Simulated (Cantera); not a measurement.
What does this Cantera script print?

```python
import numpy as np
import cantera as ct

gas_names = """
    Br Br2 N N2 Si SiBr SiBr2 SiBr3 SiBr4 SiN Si2 Si2N Si3
""".split()
cond_names = """
    Br2(cr) Br2(L) Si(cr) Si(L) Si3N4(a)
""".split()


# ... load() reads the species with a 1 bar reference pressure and builds the phases ...
atoms = {
    'Si': {'Si': 1},
    'Br2': {'Br': 2},
    'N2': {'N': 2},
}
top_T = {'Si3N4(a)': 2400}  # K; cautious upper limits of use, not melting points


# ... equilibrate(T, P, feed) seeds the gas with the atoms and calls Mixture.equilibrate('TP', solver="vcs", rtol=1e-11, max_steps=5000) ...
results = []
feed = {'Si': 1, 'Br2': 0.77, 'N2': 0.49}  # mol
T = 650  # K
P = 1100  # Pa
mix = equilibrate(T, P, feed)
results.append((T, P, feed, dict(zip(mix.species_names, mix.species_moles))))
print(gas.report(threshold=1e-05))
for i in range(1, mix.n_phases):
    print(f"{mix.phase(i).name:16s} {mix.phase_moles(i):12.5e} mol")
```

Output:

```
       temperature   650 K
          pressure   1100 Pa
           density   0.059576 kg/m^3
  mean mol. weight   292.7 kg/kmol
   phase of matter   gas

                          1 kg             1 kmol
                     ---------------   ---------------
          enthalpy       -1.0671e+06       -3.1235e+08  J
   internal energy       -1.0856e+06       -3.1776e+08  J
           entropy            1565.2        4.5814e+05  J/K
    Gibbs function       -2.0845e+06       -6.1014e+08  J
 heat capacity c_p            315.72             92413  J/K
 heat capacity c_v            287.32             84098  J/K

                      mass frac. Y      mole frac. X     chem. pot. / RT
                     ---------------   ---------------   ---------------
                N2          0.016466           0.17204           -30.155
             SiBr4           0.98353           0.82796           -130.09
     [  +11 minor]        7.2279e-09        1.1935e-08

Br2(L)            0.00000e+00 mol
Si(cr)            0.00000e+00 mol
Si3N4(a)          2.05000e-01 mol
```

Cantera equilibrium calculation (NASA polynomials, part measured and part estimated; ideal gas, pure solids and liquids). N2 is the only nitrogen source here; it is nearly inert below about 1500 K, so the nitride shown seldom forms there in practice.
